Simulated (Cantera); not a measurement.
# Equilibrium for aluminium and copper etching: Al + Br2

Feed: 1 mol Al, 1.1 mol Br2, at 1.00 bar.

Method: chemical equilibrium by Gibbs-energy minimisation in Cantera with the NASA 1993 tables (ideal gas, pure condensed phases). Candidate condensed phases: Al, AlBr3, Br2; 7 gas species. Rates play no part.

| T (K) | x AlBr3 | x AlBr | x Al2Br6 | x Br | x Al | n Al(l) |
|---|---|---|---|---|---|---|
| 1048 | 0.975 | 0.00373 | 0.0214 | 1.87e-9 | 2.84e-10 | 0.265 |
| 1073 | 0.978 | 0.00541 | 0.0163 | 3.70e-9 | 6.56e-10 | 0.264 |
| 1098 | 0.980 | 0.00770 | 0.0126 | 7.09e-9 | 1.46e-9 | 0.263 |
| 1123 | 0.979 | 0.0108 | 0.00981 | 1.32e-8 | 3.12e-9 | 0.261 |
| 1148 | 0.977 | 0.0149 | 0.00770 | 2.40e-8 | 6.46e-9 | 0.259 |
| 1173 | 0.974 | 0.0202 | 0.00608 | 4.24e-8 | 1.30e-8 | 0.257 |
| 1198 | 0.968 | 0.0270 | 0.00484 | 7.31e-8 | 2.52e-8 | 0.253 |
| 1223 | 0.960 | 0.0357 | 0.00387 | 1.23e-7 | 4.78e-8 | 0.249 |
x: gas mole fraction; n: condensed amount in mol.

From 1048 K to 1223 K the condensed part is Al(l). The main Al-bearing gas is AlBr3 throughout. The share of Al in condensed phases is highest at 1048 K (26.5 %) and lowest at 1223 K (24.9 %).
